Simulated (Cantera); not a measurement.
## Equilibrium for silicon epitaxy and polysilicon growth: SiCl4 + N2 + HCl

A closed system holds: 1 mol SiCl4, 5.2 mol N2, 0.055 mol HCl, equilibrated at 2.70 mbar.

Method: chemical equilibrium by Gibbs-energy minimisation in Cantera with the NASA 1993 tables (ideal gas, pure condensed phases). Candidate condensed phases: NH4Cl, Si, Si3N4; 28 gas species. The tables' values for SiCl3 are old estimates; treat these amounts as uncertain. Rates play no part.

```json
[
 {"T (°C)": "875", "x N2": "0.831", "x SiCl4": "0.160", "x HCl": "0.00879", "x Cl": "8.06e-5"},
 {"T (°C)": "900", "x N2": "0.831", "x SiCl4": "0.160", "x HCl": "0.00879", "x Cl": "0.000126"},
 {"T (°C)": "925", "x N2": "0.831", "x SiCl4": "0.160", "x HCl": "0.00879", "x Cl": "0.000192"},
 {"T (°C)": "950", "x N2": "0.831", "x SiCl4": "0.160", "x HCl": "0.00879", "x Cl": "0.000290"},
 {"T (°C)": "975", "x N2": "0.831", "x SiCl4": "0.159", "x HCl": "0.00879", "x Cl": "0.000429"},
 {"T (°C)": "1000", "x N2": "0.831", "x SiCl4": "0.159", "x HCl": "0.00879", "x Cl": "0.000626"},
 {"T (°C)": "1025", "x N2": "0.831", "x SiCl4": "0.159", "x HCl": "0.00878", "x Cl": "0.000902"},
 {"T (°C)": "1050", "x N2": "0.830", "x SiCl4": "0.158", "x HCl": "0.00878", "x Cl": "0.00128"},
 {"T (°C)": "1075", "x N2": "0.830", "x SiCl4": "0.158", "x HCl": "0.00878", "x Cl": "0.00180"},
 {"T (°C)": "1100", "x N2": "0.829", "x SiCl4": "0.157", "x HCl": "0.00877", "x Cl": "0.00251"},
 {"T (°C)": "1125", "x N2": "0.828", "x SiCl4": "0.156", "x HCl": "0.00876", "x Cl": "0.00345"},
 {"T (°C)": "1150", "x N2": "0.827", "x SiCl4": "0.155", "x HCl": "0.00875", "x Cl": "0.00470"}
]
```
x: gas mole fraction; nothing condenses.

From 875 °C to 1150 °C nothing is condensed. The main Si-bearing gas is SiCl4 throughout.
